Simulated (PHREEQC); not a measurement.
Ca(OH)2 is added in steps, without added water, to 1 kg of water holding 0.24 mol HF, 0.00095 mol NH4HF2 and 2.6e-07 mol H4SiO4, at 25 °C. Oxygen alone is held at its pressure in air (log pO2 = -0.68). CO2 from the air is kept out. Solids allowed: Fluorite, Portlandite, SiO2(a). Others were left out.

Base run: PHREEQC, ion-association model, wateq4f.dat. Each further column changes one thing. The table gives Ca in solution (mol/kgw).

```tsv
Ca(OH)2 added (mol)	base	metal-ligand complexes left out	Davies equation for every ion	Debye-Hückel limiting law	all activity coefficients set to 1
0	0	0	0	0	0
0.013	6.96e-7	6.64e-7	6.96e-7	7.51e-7	4.43e-7
0.026	7.30e-7	6.97e-7	7.30e-7	7.85e-7	4.70e-7
0.0455	8.02e-7	7.68e-7	8.02e-7	8.56e-7	5.26e-7
0.0585	8.73e-7	8.37e-7	8.74e-7	9.27e-7	5.81e-7
0.0715	9.79e-7	9.41e-7	9.80e-7	1.03e-6	6.63e-7
0.0845	1.16e-6	1.11e-6	1.16e-6	1.21e-6	7.99e-7
0.104	1.88e-6	1.83e-6	1.88e-6	1.95e-6	1.36e-6
0.117	5.84e-6	5.74e-6	5.85e-6	5.95e-6	4.53e-6
0.13	0.00906	0.00905	0.00906	0.00906	0.00904
```

wateq4f.dat counts part of the HF as a dimer, H2F2, which phreeqc.dat doesn't know; its constant is uncertain. SiF6-2 is the database's only silicon fluoride.
